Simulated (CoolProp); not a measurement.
m-xylene at several states: fugacity coefficient from the reference equation and from simpler models built on Tc = 616.9 K, pc = 3.535 MPa, ω = 0.326; each cubic takes its own stable root.

Model: reference Helmholtz-energy equation of state, Zhou 2012, in CoolProp.

```json
[
 {"T (K)": "549", "p (MPa)": "0.0338", "phase": "gas", "reference": "0.9949", "Soave-Redlich-Kwong": "0.9952", "Peng-Robinson": "0.9948"},
 {"T (K)": "393.5", "p (MPa)": "6.6", "phase": "liquid", "reference": "0.01152", "Soave-Redlich-Kwong": "?", "Peng-Robinson": "0.01161"},
 {"T (K)": "234.2", "p (MPa)": "0.395", "phase": "liquid", "reference": "2.093e-5", "Soave-Redlich-Kwong": "?", "Peng-Robinson": "?"},
 {"T (K)": "515.6", "p (MPa)": "5.28", "phase": "liquid", "reference": "0.1642", "Soave-Redlich-Kwong": "0.1738", "Peng-Robinson": "?"},
 {"T (K)": "233.4", "p (MPa)": "1.02", "phase": "liquid", "reference": "?", "Soave-Redlich-Kwong": "?", "Peng-Robinson": "?"}
]
```

Complete the blanks.


- 393.5, Soave-Redlich-Kwong: 0.01189
- 234.2, Soave-Redlich-Kwong: 1.905e-5
- 234.2, Peng-Robinson: 2.431e-5
- 515.6, Peng-Robinson: 0.1662
- 233.4, reference: 7.754e-6
- 233.4, Soave-Redlich-Kwong: 7.104e-6
- 233.4, Peng-Robinson: 9.047e-6
